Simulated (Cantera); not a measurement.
Charge: 1 mol PbO, 0.75 mol CH4, 2.5 mol N2, 1.4 mol C, equilibrated at 1 atm.

These are equilibrium values from Cantera (NASA tables, ideal gas, pure condensed phases), not measurements of a reactor. Candidate condensed phases: C, C6H6, C7H8, C8H18, H2O, Pb, PbO, PbO2, Pb3O4; 139 gas species. Kinetics and transport are ignored.

### Question
At 1523 K, list the 5 most abundant gas species with their mole fractions, and the condensed phases.

### Answer
N2 0.485, H2 0.290, CO 0.194, Pb 0.0302, HCN 0.000465. Condensed: C(graphite) + Pb(l).
